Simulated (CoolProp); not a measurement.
Properties of R113 at several states (Tc = 487.2 K, pc = 33.92 bar, ω = 0.253).

Computed with CoolProp (reference Helmholtz-energy equation of state, Marx 1992).

```csv
T (K),p (bar),phase,cv (kJ/(kg K)),expansivity (1/kK)
459.6,24.3,liquid,0.8124,…
415.7,2.28,gas,…,…
351.6,0.103,gas,0.6573,2.871
```

**Question.** What belongs in the gaps?

**Answer.** 
- 459.6, expansivity (1/kK): 7.296
- 415.7, cv (kJ/(kg K)): 0.7130
- 415.7, expansivity (1/kK): 2.737
